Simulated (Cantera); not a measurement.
Pyrogenic steam for wet oxidation

An isothermal, constant-pressure homogeneous reactor starts with 19.7 % H2, 50.6 % O2, 29.4 % N2, 0.243 % H2O, at 1075 K and 750 Torr.

Model: the H2/O2 subset of GRI-Mech 3.0, which has no nitrogen chemistry, integrated in Cantera. The temperature is held fixed by assumption; the heat of reaction is taken as removed at once.

| t (s) | x H2 | x O2 | x H2O | x HO2 | x H2O2 | x H |
|---|---|---|---|---|---|---|
| 9.00e-5 | 0.0408 | 0.462 | 0.176 | 0.000429 | 6.72e-5 | 0.000362 |
| 0.000385 | 0.0281 | 0.460 | 0.190 | 0.000213 | 0.000327 | 4.56e-6 |
| 0.00164 | 0.0208 | 0.458 | 0.198 | 0.000196 | 0.000462 | 3.58e-6 |
| 0.00702 | 0.00731 | 0.454 | 0.213 | 0.000101 | 0.000170 | 8.45e-7 |
| 0.0300 | 0.000956 | 0.453 | 0.221 | 2.12e-5 | 8.72e-6 | 3.88e-8 |
| 0.128 | 0.000101 | 0.452 | 0.222 | 2.97e-6 | 1.88e-7 | 9.78e-10 |
| 0.548 | 7.60e-6 | 0.452 | 0.222 | 3.14e-7 | 3.35e-9 | 3.17e-11 |
| 2.34 | 2.77e-10 | 0.452 | 0.222 | 8.46e-9 | 7.74e-10 | <1e-12 |
| 10.0 | 2.33e-10 | 0.452 | 0.222 | 7.53e-9 | 1.03e-9 | <1e-12 |
x: mole fraction; the columns are a selection and need not sum to one.

Equilibrium at this temperature and pressure: H2 2.33e-10, O2 0.452, H2O 0.222, HO2 7.53e-9, H2O2 1.03e-9, H <1e-12 (gas phase only).
